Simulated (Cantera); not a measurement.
Input (Python, Cantera) and output of one run.

```python
import numpy as np
import cantera as ct

gas_names = [...]  # 151 gases of nasa_gas.yaml made of C, H, N, O, Si
cond_names = """
    C(gr) C6H6(L) C7H8(L) C8H18(L),n-octa H2O(s) H2O(L) Si(cr) Si(L) SiC(b) SiO2(Lqz) SiO2(hqz) SiO2(L)
    Si2N2O(s) Si3N4(a)
""".split()


# ... load() reads the species with a 1 bar reference pressure and builds the phases ...
atoms = {
    'SiC': {'Si': 1, 'C': 1},
    'N2O': {'N': 2, 'O': 1},
    'H2': {'H': 2},
}
top_T = {'C(gr)': 4500, 'SiC(b)': 3050, 'Si2N2O(s)': 2100, 'Si3N4(a)': 2400}  # K; cautious upper limits of use, not melting points


# ... equilibrate(T, P, feed) seeds the gas with the atoms and calls Mixture.equilibrate('TP', solver="vcs", rtol=1e-11, max_steps=5000) ...
results = []
feed = {'SiC': 1, 'N2O': 0.011, 'H2': 190}  # mol
T = 1998  # K
for P in [0.1, 2.5, 63, 1600, 40000, 1000000]:
    mix = equilibrate(T, P, feed)
    results.append((T, P, feed, dict(zip(mix.species_names, mix.species_moles))))

top = {s: max(r[3][s] / sum(r[3][g] for g in gas_names) for r in results) for s in gas_names}
cols = sorted((s for s in top if top[s] > 0.001), key=lambda s: -top[s])[:5]
seen = [c for c in cond_names if any(r[3].get(c, 0) > 1e-12 for r in results)]
print("log10 of partial pressures in bar; condensed amounts in mol")
print(f"{'P/Pa':>10s}" + "".join(f"{s[:9]:>10s}" for s in cols + seen))
for T, P, feed, n in results:
    ng = sum(n[g] for g in gas_names)
    print(f"{P:10.4g}" + "".join(f"{np.log10(max(n[s] / ng * P / 1e5, 1e-99)):10.3f}" for s in cols)
          + "".join(f"{n.get(c, 0):10.4g}" for c in seen))
```

It prints:

```
log10 of partial pressures in bar; condensed amounts in mol
      P/Pa        H2         H        Si     C(gr)     Si(L)    SiC(b)
       0.1    -6.640    -6.115    -8.509    0.7502         0         0
       2.5    -4.743    -5.166    -6.967    0.6512         0         0
        63    -3.231    -4.410    -5.636    0.4235         0    0.1937
      1600    -1.802    -3.696    -5.275         0         0    0.9239
     4e+04    -0.399    -2.994    -4.801         0         0    0.9779
     1e+06     1.000    -2.295    -4.371         0   0.01633    0.9508
```

Equilibrium computed with Cantera from the NASA thermochemical tables; the gas is ideal and each condensed phase is pure. Mutual solubility and eutectic melting of coexisting phases are not modelled. Gases not in the tables: Si2H6 and higher silanes.
